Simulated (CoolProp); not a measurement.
Properties of n-hexane along the isotherm 326.85 °C (Tc = 234.7 °C, pc = 3.044 MPa, ω = 0.300).

The numbers come from the reference Helmholtz-energy equation of state, Thol 2019 in CoolProp.

| p (MPa) | phase | cp (kJ/(kg K)) | expansivity (1/kK) |
|---|---|---|---|
| 0.00481 | gas | 2.886 | 1.669 |
| 0.00778 | gas | 2.886 | 1.670 |
| 0.0126 | gas | 2.886 | 1.672 |
| 0.0203 | gas | 2.887 | 1.675 |
| 0.0328 | gas | 2.887 | 1.679 |
| 0.053 | gas | 2.888 | 1.687 |
| 0.0856 | gas | 2.890 | 1.700 |
| 0.138 | gas | 2.893 | 1.721 |
| 0.223 | gas | 2.897 | 1.756 |
| 0.361 | gas | 2.904 | 1.815 |
| 0.583 | gas | 2.916 | 1.914 |
| 0.942 | gas | 2.937 | 2.091 |
| 1.52 | gas | 2.978 | 2.423 |
